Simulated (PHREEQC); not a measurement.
Solution (25 °C): 0.012 mol TMAH and 7.9e-05 mol Na2SiO3 per kg of water. Closed to the air; pH follows from the charge balance.

The numbers come from PHREEQC with the ion-association model, phreeqc.dat.

Precipitation was switched off in this run.

Problem. Estimate the pH.

Solution. pH 12.03.

Problem. In which forms is Si present?

Solution. H3SiO4- 90 %, H2SiO4-2 9.0 %, H4SiO4 0.5 % of the Si.

(CH3)4N+ isn't in the database: it is added as a free cation with an ion size of 4 Å.
